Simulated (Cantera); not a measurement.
Cantera with NASA thermochemical tables; ideal gases at 1 bar, condensed phases pure. Values are per mole of reaction as written; species without (g) are pure solids or liquids, kept so even where they would boil at 1 bar.

10 NO(g) + 10 PH3(g) → 10 NH3(g) + 3 P2(g) + P4O10

```json
[
 {"T (K)": "300", "ΔH° (kJ)": "-4005.4", "ΔS° (J/K)": "-1399.5", "ΔG° (kJ)": "-3585.5", "log10 K": "624.28"},
 {"T (K)": "450", "ΔH° (kJ)": "-4002.3", "ΔS° (J/K)": "-1391.7", "ΔG° (kJ)": "-3376.0", "log10 K": "391.87"},
 {"T (K)": "475", "ΔH° (kJ)": "-4001.1", "ΔS° (J/K)": "-1389.3", "ΔG° (kJ)": "-3341.2", "log10 K": "367.42"},
 {"T (K)": "500", "ΔH° (kJ)": "-3999.8", "ΔS° (J/K)": "-1386.6", "ΔG° (kJ)": "-3306.5", "log10 K": "345.42"},
 {"T (K)": "525", "ΔH° (kJ)": "(withheld)", "ΔS° (J/K)": "(withheld)", "ΔG° (kJ)": "(withheld)", "log10 K": "(withheld)"},
 {"T (K)": "550", "ΔH° (kJ)": "-3996.8", "ΔS° (J/K)": "-1380.9", "ΔG° (kJ)": "-3237.3", "log10 K": "307.45"},
 {"T (K)": "575", "ΔH° (kJ)": "-3995.2", "ΔS° (J/K)": "-1377.9", "ΔG° (kJ)": "-3202.8", "log10 K": "290.95"},
 {"T (K)": "600", "ΔH° (kJ)": "-3993.4", "ΔS° (J/K)": "-1374.9", "ΔG° (kJ)": "-3168.4", "log10 K": "275.83"},
 {"T (K)": "625", "ΔH° (kJ)": "-3991.5", "ΔS° (J/K)": "-1371.8", "ΔG° (kJ)": "-3134.1", "log10 K": "261.93"},
 {"T (K)": "650", "ΔH° (kJ)": "(withheld)", "ΔS° (J/K)": "(withheld)", "ΔG° (kJ)": "(withheld)", "log10 K": "(withheld)"},
 {"T (K)": "675", "ΔH° (kJ)": "(withheld)", "ΔS° (J/K)": "(withheld)", "ΔG° (kJ)": "(withheld)", "log10 K": "(withheld)"}
]
```

Some entries are withheld; supply them.


- 525, ΔH° (kJ): -3998.4
- 525, ΔS° (J/K): -1383.8
- 525, ΔG° (kJ): -3271.9
- 525, log10 K: 325.53
- 650, ΔH° (kJ): -3989.4
- 650, ΔS° (J/K): -1368.6
- 650, ΔG° (kJ): -3099.8
- 650, log10 K: 249.10
- 675, ΔH° (kJ): -3987.3
- 675, ΔS° (J/K): -1365.4
- 675, ΔG° (kJ): -3065.7
- 675, log10 K: 237.23
